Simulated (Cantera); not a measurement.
A perfectly stirred reactor is fed with NH₃ : H₂ = 1 : 5.4 (molar parts), at 100.0 Torr; it is held at 1600 K, and followed from long to short residence time.

Detailed kinetics in Cantera: the gas-phase N/H chemistry of the illustrative SiF4/NH3 mechanism in the Surface Chemkin manual (1991). Walls and surfaces, which speed up NH3 decomposition in real reactors, are not modelled.

What does this change do: pressure from 100.0 Torr to 15.0 Torr?


| quantity | before | after |
|---|---|---|
| x(NH₃) at τ = 11.0 s | 0.135 | 0.149 |
| x(H₂) at τ = 11.0 s | 0.856 | 0.848 |
| x(N₂H₂) at τ = 11.0 s | 4.70e-8 | 1.06e-7 |
| x(NH₂) at τ = 11.0 s | 3.03e-5 | 4.40e-5 |
| x(NH) at τ = 11.0 s | 2.11e-7 | 4.03e-7 |
| x(NH₃) at τ = 0.130 s | 0.156 | 0.156 |
| x(H₂) at τ = 0.130 s | 0.844 | 0.844 |
| x(N₂H₂) at τ = 0.130 s | 3.98e-8 | 5.32e-9 |
| x(NH₂) at τ = 0.130 s | 2.83e-5 | 1.11e-5 |
| x(NH) at τ = 0.130 s | 1.60e-7 | 2.46e-8 |
